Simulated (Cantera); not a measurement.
An isothermal, constant-pressure homogeneous reactor starts with 0.621 % C2H6, 99.4 % N2, at 1998 K and 0.987 atm.

Computed with Cantera and GRI-Mech 3.0 (53 species, 325 reactions). GRI-Mech 3.0 stops at C3 and has no aromatics, soot or wall deposition, so with more carbon than oxygen in the feed, carbon stays in small species such as C2H2 where larger ones or solid carbon would form.

x: mole fraction; the columns are a selection and need not sum to one.

```tsv
t (s)	x C2H6	x C2H	x HCN	x CH2	x CH3	x CH4
2.00e-5	6.36e-5	6.97e-6	5.53e-5	5.10e-5	0.00217	0.000900
6.91e-5	[?]	[?]	[?]	[?]	[?]	[?]
0.000239	5.43e-7	2.04e-6	0.000122	4.03e-6	0.000213	0.000609
0.000825	1.45e-7	1.48e-6	0.000134	1.65e-6	0.000108	0.000419
0.00285	3.41e-8	1.49e-6	0.000152	8.46e-7	5.25e-5	0.000201
0.00985	3.31e-9	1.57e-6	0.000180	2.88e-7	1.64e-5	5.98e-5
0.0340	1.14e-10	1.61e-6	0.000206	5.57e-8	3.05e-6	1.08e-5
0.118	1.73e-12	1.63e-6	0.000216	6.09e-9	3.22e-7	1.12e-6
0.406	<1e-12	1.64e-6	0.000218	3.01e-9	1.59e-7	5.51e-7
1.40	<1e-12	1.64e-6	0.000223	2.48e-9	1.31e-7	4.55e-7
4.85	<1e-12	1.63e-6	0.000240	2.55e-9	1.35e-7	4.68e-7
16.8	<1e-12	1.63e-6	0.000298	2.78e-9	1.47e-7	5.10e-7
57.9	<1e-12	1.60e-6	0.000490	3.37e-9	1.78e-7	6.18e-7
200	1.10e-12	1.52e-6	[?]	[?]	[?]	[?]
```

Task: Fill in the missing entries.

Result: 
- 6.91e-5, x C2H6: 3.10e-6
- 6.91e-5, x C2H: 3.93e-6
- 6.91e-5, x HCN: 0.000102
- 6.91e-5, x CH2: 1.44e-5
- 6.91e-5, x CH3: 0.000532
- 6.91e-5, x CH4: 0.000804
- 200, x HCN: 0.00107
- 200, x CH2: 4.40e-9
- 200, x CH3: 2.32e-7
- 200, x CH4: 8.05e-7
